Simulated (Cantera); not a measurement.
Source: NASA polynomial tables (part measured, part estimated), evaluated in Cantera. Values are per mole of reaction as written; species without (g) are pure solids or liquids, kept so even where they would boil at 1 bar.

V + O2(g) ⇌ VO2(g)

```
T (K)  ΔH° (kJ)  ΔS° (J/K)  ΔG° (kJ)  log10 K
-----  --------  ---------  --------  -------
448      -234.0       27.4    -246.3    28.72
498      -234.4       26.5    -247.6    25.97
548      -234.8       25.8    -248.9    23.73
598           …          …         …        …
648           …          …         …        …
698      -235.9       24.1    -252.7    18.91
748      -236.3       23.5    -253.9    17.73
798      -236.6       23.0    -255.0    16.69
```

### Question
What belongs in the gaps?

### Answer

- 598, ΔH° (kJ): -235.2
- 598, ΔS° (J/K): 25.2
- 598, ΔG° (kJ): -250.2
- 598, log10 K: 21.86
- 648, ΔH° (kJ): -235.5
- 648, ΔS° (J/K): 24.6
- 648, ΔG° (kJ): -251.5
- 648, log10 K: 20.27
